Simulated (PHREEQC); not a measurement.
Make-up at 25 °C: 120 mmol/kgw TMAH and 41 mmol/kgw (CH3)4NCl. Closed to the air; pH follows from the charge balance.

Equilibrium calculation in PHREEQC: ion-association model, phreeqc.dat.

No solid was allowed to form.

**Question.** Estimate the pH.

**Answer.** pH 12.94.

Complexes and solids missing from the database can't appear. (CH3)4N+ isn't in the database: it is added as a free cation with an ion size of 4 Å.
